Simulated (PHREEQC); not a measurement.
Na2CO3 is added in steps, without added water, to 1 kg of water holding 0.0018 mol CuSO4, 0.0052 mol NaHCO3 and 7.1e-05 mol NaCl, at 25 °C. Oxygen alone is held at its pressure in air (log pO2 = -0.68). No CO2 enters from the air. The run lets Cu(OH)2, Malachite, Brochantite, Antlerite, Atacamite, Halite, Mirabilite, Chalcanthite, Nahcolite, Natron precipitate or redissolve, and no other solid.

Base run: PHREEQC, ion-association model, wateq4f.dat. Each further column changes one thing. The table gives Cu+2 (mol/kgw).

| Na2CO3 added (mol) | base | NaCl left out | NaCl from 7.1e-05 to 0.000142 mol/kgw | 0.00031 mol/kgw NaHSO4 added | no solid may form |
|---|---|---|---|---|---|
| 0 | 9.72e-6 | 9.70e-6 | 9.75e-6 | 1.71e-5 | 0.000336 |
| 0.000705 | 1.90e-6 | 1.90e-6 | 1.90e-6 | 2.97e-6 | 0.000181 |
| 0.00141 | 4.80e-7 | 4.79e-7 | 4.81e-7 | 7.77e-7 | 8.05e-5 |
| 0.002115 | 8.95e-8 | 8.93e-8 | 8.96e-8 | 1.89e-7 | 2.62e-5 |
| 0.002585 | 9.47e-9 | 9.45e-9 | 9.49e-9 | 4.82e-8 | 9.68e-6 |
| 0.00329 | 1.99e-10 | 1.98e-10 | 1.99e-10 | 5.77e-10 | 1.31e-6 |
| 0.003995 | 6.72e-11 | 6.70e-11 | 6.74e-11 | 1.06e-10 | 1.52e-7 |
| 0.0047 | 3.75e-11 | 3.74e-11 | 3.76e-11 | 5.09e-11 | 4.06e-8 |

The database's constant for dissolved Cu(OH)2 is higher than later reviews accept. In at least one series the solution becomes supersaturated in solids that the run did not let form, among them Cu(OH)2, Malachite, Brochantite, Antlerite, Atacamite. Solids allowed in the column 'NaCl left out': Cu(OH)2, Malachite, Brochantite, Antlerite, Mirabilite, Chalcanthite, Nahcolite, Natron.
